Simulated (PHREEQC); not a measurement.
1 kg of water holding 160 mmol/kgw KCl and 24 mmol/kgw MgSO4 is evaporated at 25 °C; the solids stay in contact with the brine. The system is closed to CO2. Only these solids could form: Arcanite, Bischofite, Brucite, Carnallite, Epsomite, Hexahydrite, Kainite, Kieserite, Leonite, Misenite, Schoenite, Sylvite, MgCl2_4H2O.

Equilibrium calculation in PHREEQC: Pitzer model, pitzer.dat.

```csv
water left (kg),ionic strength,water activity,Sylvite (mol),Arcanite (mol),Schoenite (mol),Leonite (mol),Mg in solution (mol/kgw)
1,0.256,0.994,0,0,0,0,0.0240
0.8219,0.311,0.993,0,0,0,0,0.0292
0.6755,0.379,0.992,0,0,0,0,0.0355
0.5552,0.461,0.990,0,0,0,0,0.0432
0.4563,0.561,0.988,0,0,0,0,0.0526
0.3082,0.831,0.982,0,0,0,0,0.0779
0.2533,1.01,0.978,0,0,0,0,0.0947
0.2082,1.23,0.973,0,0,0,0,0.115
0.1711,1.50,0.967,0,0,0,0,0.140
0.1407,1.82,___,0,0,0,0,0.171
0.1156,2.21,___,0,0,0,0,0.208
0.09502,___,0.940,0,0,0,0,0.253
0.06418,3.82,0.911,0,0.00355,0,0,___
0.05275,___,0.894,0,0.00934,0,0,0.455
0.04335,4.95,0.872,0,___,0,0,0.554
0.03564,5.74,0.844,0,0.0171,0,0,0.673
0.0293,6.41,0.823,0.0124,0.0186,0,0,0.819
0.02407,6.75,0.817,0.0372,0.0188,0,0,0.997
0.01979,7.19,0.808,0.0577,0.0187,0,0,1.21
0.01627,7.76,0.797,___,0.0184,0,0,1.47
0.01337,8.52,0.782,0.0888,0.0178,0,0,1.79
0.008014,8.59,0.780,0.117,0.00137,0.00940,0,1.82
0.0063,9.21,0.760,0.125,0,0.0104,0,2.15
0.004946,10.4,___,0.130,0,0.0106,0,2.71
0.004104,11.7,0.669,0.134,0,0.00389,0.00676,3.25
```

Task: Fill in the missing entries.

Result: 
- 0.1407, water activity: 0.960
- 0.1156, water activity: 0.951
- 0.09502, ionic strength: 2.69
- 0.06418, Mg in solution (mol/kgw): 0.374
- 0.05275, ionic strength: 4.32
- 0.04335, Arcanite (mol): 0.0138
- 0.01627, Sylvite (mol): 0.0746
- 0.004946, water activity: 0.719
